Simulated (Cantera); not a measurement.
Thermodynamics of iron carbonyl, mercury and lead vapours, feed Hg + H2 + N2

Input: 1 mol Hg, 6 mol H2, 39 mol N2, equilibrated at 1000 K and 0.133 bar.

Method: chemical equilibrium by Gibbs-energy minimisation in Cantera with the NASA 1993 tables (ideal gas, pure condensed phases). Candidate condensed phases: Hg; 10 gas species. Equilibrium is a limit: real reactors are often held back by kinetics, nucleation or transport.

The x(N2) is 0.848 and the x(H2) is 0.130. The x(Hg) comes out as 0.0217 and the x(NH3) is 3.37e-6. The gas amount is 46.00 mol and the log10 activity of Hg(l) (absent) comes out as -4.32.
